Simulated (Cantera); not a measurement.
A closed system holds: 1 mol Ta2O5, 8.6 mol CO, 1.3 mol C, at 775 °C and 0.100 bar.

Cantera equilibrium calculation (NASA polynomials, part measured and part estimated; ideal gas, pure solids and liquids). Kinetics and transport are ignored.

```json
[
 {"species": "CO", "before": "0.979", "after": "0.972"},
 {"species": "CO2", "before": "0.0212", "after": "0.0279"},
 {"species": "C(graphite), mol", "before": "1.48", "after": "1.53"},
 {"species": "Ta2O5(s), mol", "before": "1.00", "after": "1.00"}
]
```
Gas species are given as mole fractions.

### Question
Name the change that produced these shifts.
A. pressure from 0.100 bar to 40.0 Pa
B. temperature from 775 °C to 1227 °C
C. pressure from 0.100 bar to 0.133 bar
D. temperature from 775 °C to 2152 °C

### Answer
C, pressure from 0.100 bar to 0.133 bar
